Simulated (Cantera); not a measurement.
Feed: 1 mol SiCl4, 3 mol O2, 0.25 mol H2, at 1.60 mbar.

These are equilibrium values from Cantera (NASA tables, ideal gas, pure condensed phases), not measurements of a reactor. Candidate condensed phases: H2O, Si, SiO2; 30 gas species. The tables hold silica as quartz up to 1696 K and as liquid above; real silica turns to tridymite and cristobalite and melts near 1996 K. Rates play no part. All values below are at 1152 °C.

Base state: O2 0.388, Cl 0.349, Cl2 0.165, HCl 0.0970, ClO 0.000237, H2O 5.70e-5, O 2.16e-5 (mole fractions); condensed: SiO2(β-quartz).

**Question.** What changes in the equilibrium state with this change: SiCl4 replaced by SiF4?

**Answer.** 
| species | before | after |
|---|---|---|
| O2 | 0.388 | 0.677 |
| SiF4 | 0 | 0.206 |
| HF | 0 | 0.117 |
| Cl | 0.349 | 0 |
| Cl2 | 0.165 | 0 |
| HCl | 0.0970 | 0 |
| ClO | 0.000237 | 0 |
| H2O | 5.70e-5 | 0.000366 |
| SiO2(β-quartz), mol | 1.00 | 0.124 |
